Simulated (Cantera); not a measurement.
## Carbon deposition, reforming and gasification: toluene + NH3 + H2

Feed: 1 mol toluene, 0.24 mol NH3, 56 mol H2, held at 19000 Pa.

Cantera equilibrium calculation (NASA polynomials, part measured and part estimated; ideal gas, pure solids and liquids). Candidate condensed phases: C, C6H6, C7H8, C8H18; 92 gas species. Kinetics and transport are ignored.

| T (°C) | x H2 | x N2 | x H | x CH4 | x HCN | n C(graphite) |
|---|---|---|---|---|---|---|
| 1027 | 0.997 | 0.00198 | 2.53e-6 | 0.00148 | 9.20e-6 | 6.91 |
| 1127 | 0.997 | 0.00197 | 1.11e-5 | 0.000816 | 2.20e-5 | 6.95 |
| 1227 | 0.997 | 0.00196 | 4.03e-5 | 0.000486 | 4.68e-5 | 6.97 |
| 1327 | 0.998 | 0.00194 | 0.000125 | 0.000309 | 9.00e-5 | 6.97 |
| 1427 | 0.997 | 0.00190 | 0.000338 | 0.000207 | 0.000160 | 6.97 |
| 1527 | 0.997 | 0.00185 | 0.000820 | 0.000145 | 0.000263 | 6.95 |
| 1627 | 0.995 | 0.00177 | 0.00182 | 0.000106 | 0.000409 | 6.92 |
x: gas mole fraction; n: condensed amount in mol.

From 1027 °C to 1627 °C the condensed part is C(graphite). The main C-bearing gas is CH4 at 1027 °C and C2H2 (acetylene) at 1627 °C.
